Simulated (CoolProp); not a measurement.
Vapour-liquid equilibrium of n-pentane (1) + acetone (2) at 1.6 MPa; x and y are mole fractions of (1).

The numbers come from the multi-fluid Helmholtz-energy mixture model, Thol 2019 and Lemmon 2006; pair parameters Bell 2016 in CoolProp.

```csv
x,bubble temperature (K),y at the bubble point,dew temperature at overall composition x (K),liquid density (mol/L)
0.05,436.1,0.105,438.7,9.895
0.2,425.9,0.325,431.7,9.197
0.35,420.4,0.461,424.8,8.501
0.5,417.6,0.562,419.1,7.873
0.65,416.5,0.657,416.5,7.340
0.8,417.3,0.768,417.8,6.897
0.95,421.1,0.927,421.8,6.502
```

y crosses x between x = 0.65 and 0.8: the model has an azeotrope there.

Pair parameters are fitted to limited data, so mixtures are less certain than the pure fluids.
